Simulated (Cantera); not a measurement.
A Cantera script and what it prints.

```python
import numpy as np
import cantera as ct

gas_names = """
    CL CL2 Si SiCL SiCL2 SiCL3 SiCL4 Si2 Si3
""".split()
cond_names = """
    Si(cr) Si(L)
""".split()


# ... load() reads the species with a 1 bar reference pressure and builds the phases ...
atoms = {
    'Si': {'Si': 1},
    'Cl2': {'CL': 2},
}
top_T = {}  # K; cautious upper limits of use, not melting points


# ... equilibrate(T, P, feed) seeds the gas with the atoms and calls Mixture.equilibrate('TP', solver="vcs", rtol=1e-11, max_steps=5000) ...
results = []
feed = {'Si': 1, 'Cl2': 5.1}  # mol
T = 1700  # K
P = 91  # Pa
mix = equilibrate(T, P, feed)
results.append((T, P, feed, dict(zip(mix.species_names, mix.species_moles))))
x = sorted(zip(gas.X, gas.species_names), reverse=True)
print(f"T = {T:g} K  P = {P:g} Pa  gas = {mix.phase_moles(0):.4g} mol")
print("   x: " + "  ".join(f"{s} {v:.3e}" for v, s in x if v > 1e-06))
print("   condensed (mol): " + ("  ".join(f"{mix.phase(i).name} {mix.phase_moles(i):.4g}"
      for i in range(1, mix.n_phases) if mix.phase_moles(i) > 1e-12) or "none"))
```

It prints:

```
T = 1700 K  P = 91 Pa  gas = 7.19 mol
   x: CL 8.434e-01  SiCL4 1.251e-01  CL2 1.754e-02  SiCL3 1.178e-02  SiCL2 2.185e-03
   condensed (mol): none
```

Equilibrium computed with Cantera from the NASA thermochemical tables; the gas is ideal and each condensed phase is pure. The tables' values for SiCl3 are old estimates; treat these amounts as uncertain.
